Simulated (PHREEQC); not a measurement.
Consider water at 25 °C with 0.0062 mol/kgw CdCl2, 5.9e-05 mol/kgw CuCl2, 0.13 mol/kgw HCl and 0.27 mol/kgw NaCl. Closed to the air; pH follows from the charge balance.

Model: ion-association model, wateq4f.dat, run in PHREEQC.

Each row changes one thing in this solution. Precipitation was switched off in this run.

```json
[
 {"case": "as made", "pH": "1.00", "CdCl+ (mol/kgw)": "0.00306", "CdCl2 (mol/kgw)": "0.00226", "CdCl3- (mol/kgw)": "0.000569", "Cd+2 (mol/kgw)": "0.000310", "SI of Halite (NaCl)": "-2.87", "SI of CdOHCl (CdOHCl)": "-7.16"},
 {"case": "HCl left out", "pH": "5.93", "CdCl+ (mol/kgw)": "0.00349", "CdCl2 (mol/kgw)": "(withheld)", "CdCl3- (mol/kgw)": "0.000326", "Cd+2 (mol/kgw)": "0.000487", "SI of Halite (NaCl)": "-3.01", "SI of CdOHCl (CdOHCl)": "-2.16"},
 {"case": "CdCl2 from 0.0062 to 0.00558 mol/kgw", "pH": "1.00", "CdCl+ (mol/kgw)": "0.00276", "CdCl2 (mol/kgw)": "0.00203", "CdCl3- (mol/kgw)": "0.000511", "Cd+2 (mol/kgw)": "0.000279", "SI of Halite (NaCl)": "-2.87", "SI of CdOHCl (CdOHCl)": "-7.20"},
 {"case": "diluted 100-fold with water", "pH": "2.91", "CdCl+ (mol/kgw)": "1.41e-5", "CdCl2 (mol/kgw)": "2.11e-7", "CdCl3- (mol/kgw)": "5.46e-10", "Cd+2 (mol/kgw)": "4.76e-5", "SI of Halite (NaCl)": "(withheld)", "SI of CdOHCl (CdOHCl)": "-7.47"},
 {"case": "CuCl2 replaced by MnCl2 at the same molality", "pH": "1.00", "CdCl+ (mol/kgw)": "0.00306", "CdCl2 (mol/kgw)": "0.00226", "CdCl3- (mol/kgw)": "0.000569", "Cd+2 (mol/kgw)": "0.000310", "SI of Halite (NaCl)": "-2.87", "SI of CdOHCl (CdOHCl)": "-7.16"},
 {"case": "CuCl2 from 5.9e-05 to 5.31e-05 mol/kgw", "pH": "1.00", "CdCl+ (mol/kgw)": "0.00306", "CdCl2 (mol/kgw)": "0.00226", "CdCl3- (mol/kgw)": "0.000569", "Cd+2 (mol/kgw)": "0.000310", "SI of Halite (NaCl)": "-2.87", "SI of CdOHCl (CdOHCl)": "-7.16"}
]
```

Task: Some entries are withheld; supply them.

Result: 
- HCl left out, CdCl2 (mol/kgw): 0.00189
- diluted 100-fold with water, SI of Halite (NaCl): -6.60
